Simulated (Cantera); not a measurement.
A perfectly stirred reactor is fed with 1.10 % CH4, 93.1 % N2, 5.81 % H2O, at 24.8 Torr; it is held at 1975 K, and followed from long to short residence time.

Detailed kinetics in Cantera: GRI-Mech 3.0 (53 species, 325 reactions). Radical loss at walls, strong at low pressure, is not modelled.

x: mole fraction; the columns are a selection and need not sum to one.

| τ (s) | x CH4 | x C2H | x CH2 | x H | x C2H4 | x C2H2 |
|---|---|---|---|---|---|---|
| 0.78 | 0.000496 | 9.50e-8 | 1.41e-6 | 0.000346 | … | 0.000494 |
| 0.33 | 0.000882 | 2.36e-7 | 2.39e-6 | 0.000298 | … | 0.00125 |
| 0.14 | 0.00148 | 3.98e-7 | 3.55e-6 | 0.000232 | … | 0.00217 |
| 0.058 | 0.00252 | 4.59e-7 | 4.74e-6 | 0.000163 | … | 0.00268 |
| 0.024 | 0.00422 | 3.64e-7 | 5.58e-6 | 0.000106 | … | 0.00236 |
| 0.010 | 0.00654 | 1.84e-7 | 5.53e-6 | 6.03e-5 | … | 0.00139 |
| 0.0043 | 0.00884 | 4.36e-8 | 3.98e-6 | 2.74e-5 | … | 0.000436 |
| 0.0018 | 0.0103 | 2.59e-9 | 1.53e-6 | 1.04e-5 | … | 4.60e-5 |
| 0.00076 | 0.0107 | 6.20e-11 | 3.75e-7 | 6.13e-6 | … | 2.20e-6 |
| 0.00032 | 0.0109 | 1.16e-12 | 8.26e-8 | 5.12e-6 | … | 7.53e-8 |

Fill in the missing entries.


- 0.78, x C2H4: 2.66e-6
- 0.33, x C2H4: 8.60e-6
- 0.14, x C2H4: 2.40e-5
- 0.058, x C2H4: 6.17e-5
- 0.024, x C2H4: 0.000134
- 0.010, x C2H4: 0.000210
- 0.0043, x C2H4: 0.000175
- 0.0018, x C2H4: 4.95e-5
- 0.00076, x C2H4: 5.89e-6
- 0.00032, x C2H4: 4.90e-7
